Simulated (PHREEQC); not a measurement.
Make-up at 75 °C: 0.0055 mol/kgw Na2CO3. Closed to the air; pH follows from the charge balance.

The numbers come from PHREEQC with the Pitzer model, pitzer.dat.

No solid was allowed to form.

Estimate the pH.

pH 10.03.

In which forms is C present?

CO3-2 55 %, HCO3- 45 % of the C.

Complexes and solids missing from the database can't appear. At this temperature some constants are extrapolated from 25 °C, and those without enthalpy data are left unchanged.
